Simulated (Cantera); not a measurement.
Source: NASA polynomial tables (part measured, part estimated), evaluated in Cantera. Values are per mole of reaction as written; species without (g) are pure solids or liquids, kept so even where they would boil at 1 bar.

4 CH3(g) + 3 NiS2 → 3 CH4(g) + CS2(g) + Ni3S4

```tsv
T (K)	ΔH° (kJ)	ΔS° (J/K)	ΔG° (kJ)	log10 K
373	-604.7	-18.1	-597.9	83.73
398	-605.6	-20.5	-597.4	78.41
423	-606.4	-22.5	-596.9	73.71
448	___	___	___	___
473	-607.8	-25.5	-595.7	65.78
498	___	___	___	___
523	-608.7	-27.4	-594.4	59.36
548	___	___	___	___
573	-609.3	-28.4	-593.0	54.05
598	-609.4	-28.6	-592.3	51.73
```

**Question.** What belongs in the gaps?

**Answer.** 
- 448, ΔH° (kJ): -607.1
- 448, ΔS° (J/K): -24.2
- 448, ΔG° (kJ): -596.3
- 448, log10 K: 69.53
- 498, ΔH° (kJ): -608.3
- 498, ΔS° (J/K): -26.6
- 498, ΔG° (kJ): -595.0
- 498, log10 K: 62.41
- 548, ΔH° (kJ): -609.0
- 548, ΔS° (J/K): -28.0
- 548, ΔG° (kJ): -593.7
- 548, log10 K: 56.59
